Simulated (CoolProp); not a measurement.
A simple Rankine cycle with fluoroethane (R161): condensing at 317.15 K, boiler at 3.58 MPa, turbine inlet 449 K, turbine efficiency 0.85, pump efficiency 0.7, no recuperator. Each further row changes one setting.

The numbers come from the reference Helmholtz-energy equation of state, Wu 2012 in CoolProp.

| case | thermal efficiency (%) | net work (kJ/kg) | heat in (kJ/kg) | turbine exit temperature (K) | volume ratio over the turbine |
|---|---|---|---|---|---|
| as stated | ? | 43.5 | 501 | 407.3 | 2.31 |
| condensing temperature 309.15 K | ? | 53.7 | 520 | ? | 2.79 |
| boiler pressure 2.51 MPa | 5.4 | 27.8 | 516 | 425.3 | 1.63 |
| turbine efficiency 0.75 | 7.6 | 37.9 | 501 | ? | 2.34 |

Question: Some entries are withheld; supply them.

Answer: 
- as stated, thermal efficiency (%): 8.7
- condensing temperature 309.15 K, thermal efficiency (%): 10.3
- condensing temperature 309.15 K, turbine exit temperature (K): 398.7
- turbine efficiency 0.75, turbine exit temperature (K): 410.6
